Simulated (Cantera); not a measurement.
An isothermal, constant-pressure homogeneous reactor starts with N₂O : N₂ = 1 : 0.011 (molar parts), at 1075 K and 1.00 bar.

Computed with Cantera and GRI-Mech 3.0 (53 species, 325 reactions). GRI-Mech 3.0 was tuned for natural gas; its chemistry of N2O as a main component is partial and can be far from experiment. The mechanism lacks the step 2 NO + O2 → 2 NO2, which can matter for NO2 below about 1400 K. The temperature is held fixed by assumption; the heat of reaction is taken as removed at once.

Q: Predict: x(N₂O) at 200 s; x(NO) at 200 s; x(N₂) at 200 s; x(NO₂) at 200 s; x(O₂) at 200 s; x(O) at 200 s.

A: 
```json
{
  "x(N₂O) at 200 s": "0.00481 (gas-phase equilibrium 5.54e-9)",
  "x(NO) at 200 s": "0.0265 (gas-phase equilibrium 7.84e-5)",
  "x(N₂) at 200 s": "0.653 (gas-phase equilibrium 0.669)",
  "x(NO₂) at 200 s": "0.000576 (gas-phase equilibrium 3.25e-6)",
  "x(O₂) at 200 s": "0.316 (gas-phase equilibrium 0.331)",
  "x(O) at 200 s": "3.05e-9 (gas-phase equilibrium 7.59e-10)"
}
```
